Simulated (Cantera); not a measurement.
Counterflow diffusion flame

A counterflow diffusion flame at 1.88 atm, nozzles 20 mm apart: fuel side 45.0 % CH4, 35.1 % CO, 19.8 % N2 at 398 K, oxidiser side 22.0 % O2, 78.0 % N2 at 750 K, fuel mass flux 1.3 times the oxidiser's; mixture-averaged transport, no radiation.

Computed with Cantera and GRI-Mech 3.0 (53 species, 325 reactions). GRI-Mech 3.0 has no aromatics or soot, which form on the fuel side of real flames. The maximum strain rate includes the flame's own expansion and is several times the mean.

```tsv
oxidiser flux (kg/m²/s)	max strain (1/s)	mean strain (1/s)	T max (K)	peak x OH	peak x H	peak x NO	peak x CO	peak x C2H2
0.47	223	50.2	2294	0.00878	0.00339	0.000460	0.351	0.0116
0.63	293	67.3	2273	0.00888	0.00358	0.000421	0.351	0.0110
0.85	387	90.8	2256	0.00901	0.00379	0.000389	0.351	0.0104
1.1	492	118	2243	0.00911	0.00398	0.000364	0.351	0.00991
1.5	658	160	2228	0.00917	0.00419	0.000333	0.351	0.00934
2	862	214	2214	0.00920	0.00439	0.000304	0.351	0.00883
2.7	1140	288	2198	0.00918	0.00460	0.000272	0.351	0.00830
3.6	1500	385	2181	0.00909	0.00476	0.000239	0.351	0.00775
4.8	1970	513	2162	0.00894	0.00491	0.000205	0.351	0.00719
6.4	2590	684	2140	0.00870	0.00500	0.000170	0.351	0.00655
```
x: mole fraction; the columns are a selection and need not sum to one.
